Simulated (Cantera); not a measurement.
Feed: 1 mol Fe, 0.55 mol Cl₂, 0.17 mol N₂, at 0.100 bar.

Method: chemical equilibrium by Gibbs-energy minimisation in Cantera with the NASA 1993 tables (ideal gas, pure condensed phases). Candidate condensed phases: Fe, FeCl₂, FeCl₃; 10 gas species. The numbers say what is thermodynamically allowed, not how fast it happens.

Question: At 1198 K, list the 4 most abundant gas species with their mole fractions, and the condensed phases.

Answer: FeCl₂ 0.720, N₂ 0.244, Fe₂Cl₄ 0.0350, FeCl₃ 0.000353. Condensed: Fe(γ).
